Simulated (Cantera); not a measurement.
Cantera run:

```python
import numpy as np
import cantera as ct

gas_names = """
    C CO CO2 C2 C2O C3 C3O2 C4 C5 Ca CaO Ca2 O O2 O3
""".split()
cond_names = """
    C(gr) Ca(a) Ca(b) Ca(L) CaCO3(caL) CaO(s) CaO(L)
""".split()


def load(file, names, dense=False):
    # The tables refer to 1 bar. Condensed volumes are neglected.
    table = {s.name: s for s in ct.Species.list_from_file(file)}
    out = []
    for n in names:
        d = dict(table[n].input_data)
        d["thermo"] = dict(d["thermo"], **{"reference-pressure": 1e5})
        if dense:
            d["equation-of-state"] = {"model": "constant-volume", "density": "1e6 g/cm^3"}
        out.append(ct.Species.from_dict(d))
    return out


gas = ct.Solution(thermo="ideal-gas", species=load("nasa_gas.yaml", gas_names))
cond = {s.name: ct.Solution(thermo="fixed-stoichiometry", species=[s], name=s.name)
        for s in load("nasa_condensed.yaml", cond_names, dense=True)}
atoms = {
    'CaCO3': {'Ca': 1, 'C': 1, 'O': 3},
    'C': {'C': 1},
    'O2': {'O': 2},
}
top_T = {'C(gr)': 4500}  # K; cautious upper limits of use, not melting points


def equilibrate(T, P, feed):
    n = {}
    for name, mol in feed.items():
        for a, k in atoms[name].items():
            n[a] = n.get(a, 0.0) + k * mol
    gas.TPX = T, P, n
    mass = sum(n.values()) * gas.mean_molecular_weight
    gas.equilibrate("TP")
    valid = [c for c in cond.values() if c.min_temp <= T <= top_T.get(c.name, c.max_temp)]
    mix = ct.Mixture([(gas, mass / gas.mean_molecular_weight)] + [(c, 0.0) for c in valid])
    mix.T, mix.P = T, P
    mix.equilibrate("TP", solver="vcs", rtol=1e-11, max_steps=5000)
    return mix


results = []
feed = {'CaCO3': 1, 'C': 0.96, 'O2': 14}  # mol
T = 1873.15  # K
for P in [10, 100, 1000, 10000, 100000, 1000000]:
    mix = equilibrate(T, P, feed)
    results.append((T, P, feed, dict(zip(mix.species_names, mix.species_moles))))

top = {s: max(r[3][s] / sum(r[3][g] for g in gas_names) for r in results) for s in gas_names}
cols = sorted((s for s in top if top[s] > 0.001), key=lambda s: -top[s])[:6]
seen = [c for c in cond_names if any(r[3].get(c, 0) > 1e-12 for r in results)]
print("log10 of partial pressures in bar; condensed amounts in mol")
print(f"{'P/Pa':>10s}" + "".join(f"{s[:9]:>10s}" for s in cols + seen))
for T, P, feed, n in results:
    ng = sum(n[g] for g in gas_names)
    print(f"{P:10.4g}" + "".join(f"{np.log10(max(n[s] / ng * P / 1e5, 1e-99)):10.3f}" for s in cols)
          + "".join(f"{n.get(c, 0):10.4g}" for c in seen))
```

Result:

```
log10 of partial pressures in bar; condensed amounts in mol
      P/Pa        O2       CO2         O        CO    CaO(s)
        10    -4.071    -4.909    -5.661    -6.245         1
       100    -3.064    -3.892    -5.158    -5.731         1
      1000    -2.062    -2.886    -4.657    -5.226         1
     1e+04    -1.061    -1.885    -4.156    -4.725         1
     1e+05    -0.061    -0.884    -3.656    -4.224         1
     1e+06     0.939     0.116    -3.156    -3.724         1
```

Equilibrium computed with Cantera from the NASA thermochemical tables; the gas is ideal and each condensed phase is pure.
